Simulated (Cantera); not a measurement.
Input (Python, Cantera) and output of one run.

```python
import numpy as np
import cantera as ct

gas_names = """
    B BCL BCL2 BCL3 BH BH2 BH3 BO BOCL BO2 B2 B2O B2O2 B2O3 B3O3CL3 B3O3H3 CL CLO CL2 H HBO HBO2 HCL
    HOCL HO2 H2 H2O H2O2 H3B3O6 O OH O2 O3
""".split()
cond_names = """
    B(b) B(L) B2O3(L) B3O3H3(cr) H2O(s) H2O(L)
""".split()


def load(file, names, dense=False):
    # The tables refer to 1 bar. Condensed volumes are neglected.
    table = {s.name: s for s in ct.Species.list_from_file(file)}
    out = []
    for n in names:
        d = dict(table[n].input_data)
        d["thermo"] = dict(d["thermo"], **{"reference-pressure": 1e5})
        if dense:
            d["equation-of-state"] = {"model": "constant-volume", "density": "1e6 g/cm^3"}
        out.append(ct.Species.from_dict(d))
    return out


gas = ct.Solution(thermo="ideal-gas", species=load("nasa_gas.yaml", gas_names))
cond = {s.name: ct.Solution(thermo="fixed-stoichiometry", species=[s], name=s.name)
        for s in load("nasa_condensed.yaml", cond_names, dense=True)}
atoms = {
    'BCl3': {'B': 1, 'CL': 3},
    'H2O': {'H': 2, 'O': 1},
    'H2': {'H': 2},
}
top_T = {}  # K; cautious upper limits of use, not melting points


def equilibrate(T, P, feed):
    n = {}
    for name, mol in feed.items():
        for a, k in atoms[name].items():
            n[a] = n.get(a, 0.0) + k * mol
    gas.TPX = T, P, n
    mass = sum(n.values()) * gas.mean_molecular_weight
    gas.equilibrate("TP")
    valid = [c for c in cond.values() if c.min_temp <= T <= top_T.get(c.name, c.max_temp)]
    mix = ct.Mixture([(gas, mass / gas.mean_molecular_weight)] + [(c, 0.0) for c in valid])
    mix.T, mix.P = T, P
    mix.equilibrate("TP", solver="vcs", rtol=1e-11, max_steps=5000)
    return mix


results = []
P = 8100  # Pa
for T in [1523, 1548, 1573, 1598, 1623, 1648, 1673, 1698, 1723, 1748, 1773, 1798, 1823]:
    for m in [0.19, 0.44, 0.7, 0.95, 1.2, 1.5, 1.7, 2, 2.2, 2.5, 2.7]:
        feed = {'BCl3': 1, 'H2O': m, 'H2': 3.5}  # mol
        mix = equilibrate(T, P, feed)
        results.append((T, P, feed, dict(zip(mix.species_names, mix.species_moles))))

for T, P, feed, n in results:
    print(f"{T:7g} {feed['H2O']:10.4g}  " + (" + ".join(c for c in cond_names if n.get(c, 0) > 1e-12) or "gas only"))
```

Output:

```
   1523       0.19  B(b)
   1523       0.44  B(b)
   1523        0.7  B(b) + B2O3(L)
   1523       0.95  B2O3(L)
   1523        1.2  B2O3(L)
   1523        1.5  B2O3(L)
   1523        1.7  B2O3(L)
   1523          2  B2O3(L)
   1523        2.2  B2O3(L)
   1523        2.5  B2O3(L)
   1523        2.7  B2O3(L)
   1548       0.19  B(b)
   1548       0.44  B(b)
   1548        0.7  B(b) + B2O3(L)
   1548       0.95  B2O3(L)
   1548        1.2  B2O3(L)
   1548        1.5  B2O3(L)
   1548        1.7  B2O3(L)
   1548          2  B2O3(L)
   1548        2.2  B2O3(L)
   1548        2.5  B2O3(L)
   1548        2.7  B2O3(L)
   1573       0.19  B(b)
   1573       0.44  B(b)
   1573        0.7  B(b) + B2O3(L)
   1573       0.95  B2O3(L)
   1573        1.2  B2O3(L)
   1573        1.5  B2O3(L)
   1573        1.7  B2O3(L)
   1573          2  B2O3(L)
   1573        2.2  B2O3(L)
   1573        2.5  B2O3(L)
   1573        2.7  B2O3(L)
   1598       0.19  B(b)
   1598       0.44  B(b)
   1598        0.7  B(b) + B2O3(L)
   1598       0.95  B2O3(L)
   1598        1.2  B2O3(L)
   1598        1.5  B2O3(L)
   1598        1.7  B2O3(L)
   1598          2  B2O3(L)
   1598        2.2  B2O3(L)
   1598        2.5  B2O3(L)
   1598        2.7  B2O3(L)
   1623       0.19  B(b)
   1623       0.44  B(b)
   1623        0.7  B(b)
   1623       0.95  B2O3(L)
   1623        1.2  B2O3(L)
   1623        1.5  B2O3(L)
   1623        1.7  B2O3(L)
   1623          2  B2O3(L)
   1623        2.2  B2O3(L)
   1623        2.5  B2O3(L)
   1623        2.7  B2O3(L)
   1648       0.19  B(b)
   1648       0.44  B(b)
   1648        0.7  B(b)
   1648       0.95  B2O3(L)
   1648        1.2  B2O3(L)
   1648        1.5  B2O3(L)
   1648        1.7  B2O3(L)
   1648          2  B2O3(L)
   1648        2.2  B2O3(L)
   1648        2.5  B2O3(L)
   1648        2.7  B2O3(L)
   1673       0.19  B(b)
   1673       0.44  B(b)
   1673        0.7  B(b)
   1673       0.95  B2O3(L)
   1673        1.2  B2O3(L)
   1673        1.5  B2O3(L)
   1673        1.7  B2O3(L)
   1673          2  B2O3(L)
   1673        2.2  B2O3(L)
   1673        2.5  B2O3(L)
   1673        2.7  B2O3(L)
   1698       0.19  B(b)
   1698       0.44  B(b)
   1698        0.7  B(b)
   1698       0.95  gas only
   1698        1.2  B2O3(L)
   1698        1.5  B2O3(L)
   1698        1.7  B2O3(L)
   1698          2  B2O3(L)
   1698        2.2  B2O3(L)
   1698        2.5  gas only
   1698        2.7  gas only
   1723       0.19  B(b)
   1723       0.44  B(b)
   1723        0.7  B(b)
   1723       0.95  gas only
   1723        1.2  B2O3(L)
   1723        1.5  B2O3(L)
   1723        1.7  B2O3(L)
   1723          2  B2O3(L)
   1723        2.2  B2O3(L)
   1723        2.5  gas only
   1723        2.7  gas only
   1748       0.19  B(b)
   1748       0.44  B(b)
   1748        0.7  B(b)
   1748       0.95  gas only
   1748        1.2  B2O3(L)
   1748        1.5  B2O3(L)
   1748        1.7  B2O3(L)
   1748          2  gas only
   1748        2.2  gas only
   1748        2.5  gas only
   1748        2.7  gas only
   1773       0.19  B(b)
   1773       0.44  B(b)
   1773        0.7  B(b)
   1773       0.95  gas only
   1773        1.2  gas only
   1773        1.5  B2O3(L)
   1773        1.7  B2O3(L)
   1773          2  gas only
   1773        2.2  gas only
   1773        2.5  gas only
   1773        2.7  gas only
   1798       0.19  B(b)
   1798       0.44  B(b)
   1798        0.7  B(b)
   1798       0.95  gas only
   1798        1.2  gas only
   1798        1.5  gas only
   1798        1.7  gas only
   1798          2  gas only
   1798        2.2  gas only
   1798        2.5  gas only
   1798        2.7  gas only
   1823       0.19  B(b)
   1823       0.44  B(b)
   1823        0.7  B(b)
   1823       0.95  gas only
   1823        1.2  gas only
   1823        1.5  gas only
   1823        1.7  gas only
   1823          2  gas only
   1823        2.2  gas only
   1823        2.5  gas only
   1823        2.7  gas only
```

Equilibrium computed with Cantera from the NASA thermochemical tables; the gas is ideal and each condensed phase is pure. Mutual solubility and eutectic melting of coexisting phases are not modelled. The tables' values for BCl2 are old estimates. Gases not in the tables: H3BO3.
